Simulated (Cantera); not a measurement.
Charge: 1 mol Pb, 1.4 mol CO, 7.1 mol H2, 0.015 mol O2, equilibrated at 852 °C and 1.00 Torr.

Equilibrium computed with Cantera from the NASA thermochemical tables; the gas is ideal and each condensed phase is pure. Candidate condensed phases: C, C6H6, C7H8, C8H18, H2O, Pb, PbO, PbO2, Pb3O4; 113 gas species. Equilibrium is a limit: real reactors are often held back by kinetics, nucleation or transport.

Base state: H2 0.745, CO 0.147, Pb 0.105, H2O 0.00268, CO2 0.000480 (mole fractions); condensed: gas only.

**Question.** What changes in the equilibrium state with this change: H2 from 7.1 to 1.7 mol?

**Answer.** 
```csv
species,before,after
H2,0.745,0.466
CO,0.147,0.384
Pb,0.105,0.142
CO2,0.000480,0.00356
H2O,0.00268,0.00475
"Pb(l), mol",0,0.487
```

**Question.** What changes in the equilibrium state with this change: pressure from 1.00 Torr to 75.0 Torr?

**Answer.** 
```json
[
 {"species": "H2", "before": "0.745", "after": "0.830"},
 {"species": "CO", "before": "0.147", "after": "0.163"},
 {"species": "H2O", "before": "0.00268", "after": "0.00342"},
 {"species": "Pb", "before": "0.105", "after": "0.00189"},
 {"species": "CH4", "before": "7.47e-8", "after": "0.000507"},
 {"species": "CO2", "before": "0.000480", "after": "0.000612"},
 {"species": "Pb(l), mol", "before": "0", "after": "0.984"}
]
```
